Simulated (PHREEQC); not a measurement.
Make-up at 40 °C: 0.015 mol HBr, 7.2e-05 mol FeCl3 and 8.6e-05 mol MgCl2 per kg of water. Closed to the air; pH follows from the charge balance.

All values are PHREEQC results (ion-association model, phreeqc.dat), not measurements.

Problem. The ionic strength comes out as 0.0156 mol/kgw. What activity coefficients do Fe+3, Br-, Mg+2, Cl-, H+ get?

Solution. Fe+3 0.37, Br- 0.87, Mg+2 0.62, Cl- 0.88, H+ 0.90.

Precipitation was switched off in this run. The solution is supersaturated, for example in Hematite (slow to form), Goethite (slow to form), so a real one may precipitate; this is no full list. Away from 25 °C the constants follow the database's enthalpies or fits; those with neither stay at their 25 °C values.
